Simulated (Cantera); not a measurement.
Input: 1 mol SiH₂Cl₂, 1.3 mol NH₃, a varied amount of H₂, equilibrated at 998 K and 1.00 bar.

Equilibrium computed with Cantera from the NASA thermochemical tables; the gas is ideal and each condensed phase is pure. Candidate condensed phases: NH₄Cl, Si, Si₃N₄; 28 gas species. Equilibrium is a limit: real reactors are often held back by kinetics, nucleation or transport.

### Question
What share of the Si ends up in condensed phases as a function of n(H₂) (mol), at 1.5, 1.8, 2.3, 2.9, 3.6, 4.5, 5.6, 6.9, 8.7, 11, 13, 17, 21?

### Answer
```json
[
 {"n(H₂) (mol)": "1.5", "Si condensed (%)": "82.8", "as": "Si₃N₄(s)"},
 {"n(H₂) (mol)": "1.8", "Si condensed (%)": "83.5", "as": "Si₃N₄(s)"},
 {"n(H₂) (mol)": "2.3", "Si condensed (%)": "84.6", "as": "Si₃N₄(s)"},
 {"n(H₂) (mol)": "2.9", "Si condensed (%)": "85.7", "as": "Si₃N₄(s)"},
 {"n(H₂) (mol)": "3.6", "Si condensed (%)": "86.9", "as": "Si₃N₄(s)"},
 {"n(H₂) (mol)": "4.5", "Si condensed (%)": "88.1", "as": "Si₃N₄(s)"},
 {"n(H₂) (mol)": "5.6", "Si condensed (%)": "89.4", "as": "Si₃N₄(s)"},
 {"n(H₂) (mol)": "6.9", "Si condensed (%)": "90.5", "as": "Si₃N₄(s)"},
 {"n(H₂) (mol)": "8.7", "Si condensed (%)": "91.8", "as": "Si₃N₄(s)"},
 {"n(H₂) (mol)": "11", "Si condensed (%)": "93.0", "as": "Si₃N₄(s)"},
 {"n(H₂) (mol)": "13", "Si condensed (%)": "93.8", "as": "Si₃N₄(s)"},
 {"n(H₂) (mol)": "17", "Si condensed (%)": "94.9", "as": "Si₃N₄(s)"},
 {"n(H₂) (mol)": "21", "Si condensed (%)": "95.6", "as": "Si₃N₄(s)"}
]
```
